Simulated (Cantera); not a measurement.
An isothermal, constant-pressure homogeneous reactor starts with 0.466 % H2, 89.7 % O2, 9.86 % N2, equivalence ratio 0.0026, at 925 K and 2670 Pa.

Detailed kinetics in Cantera: the H2/O2 subset of GRI-Mech 3.0, which has no nitrogen chemistry. Radical loss at walls, strong at low pressure, is not modelled. Below about 950 K walls govern HO2 and H2O2 in real vessels.

x: mole fraction; the columns are a selection and need not sum to one.

```tsv
t (s)	x H2	x O2	x OH	x H	x O	x H2O2	x HO2
2.00e-5	0.00466	0.897	<1e-12	<1e-12	<1e-12	<1e-12	<1e-12
5.73e-5	0.00466	0.897	<1e-12	<1e-12	<1e-12	<1e-12	<1e-12
0.000164	0.00466	0.897	<1e-12	<1e-12	<1e-12	<1e-12	1.48e-12
0.000470	0.00466	0.897	2.74e-12	1.45e-12	3.34e-12	<1e-12	4.35e-12
0.00135	0.00466	0.897	1.12e-11	3.33e-12	1.77e-11	<1e-12	1.31e-11
0.00385	0.00466	0.897	8.27e-11	1.96e-11	1.67e-10	<1e-12	4.66e-11
0.0110	0.00466	0.897	8.99e-9	(withheld)	1.91e-8	<1e-12	1.64e-9
0.0316	0.00230	0.895	0.000347	(withheld)	0.00108	2.08e-7	6.83e-6
0.0906	4.71e-5	0.896	4.59e-5	(withheld)	0.000266	3.19e-8	1.41e-6
0.259	5.83e-6	0.896	1.44e-5	(withheld)	5.01e-5	1.36e-8	4.28e-7
0.743	9.57e-7	0.896	5.68e-6	(withheld)	8.25e-6	7.90e-9	1.33e-7
2.13	1.56e-7	0.896	2.32e-6	(withheld)	1.30e-6	3.62e-9	3.37e-8
6.10	2.01e-8	0.896	1.01e-6	1.23e-10	2.35e-7	1.21e-9	7.79e-9
17.5	1.62e-9	0.896	4.76e-7	1.29e-11	5.22e-8	3.51e-10	1.91e-9
50.0	9.20e-11	0.896	2.44e-7	1.74e-12	1.38e-8	1.06e-10	5.31e-10
```

**Question.** Complete the blanks.

**Answer.** 
- 0.0110, x H: 2.06e-9
- 0.0316, x H: 0.000232
- 0.0906, x H: 6.45e-6
- 0.259, x H: 3.78e-7
- 0.743, x H: 2.45e-8
- 2.13, x H: 1.58e-9
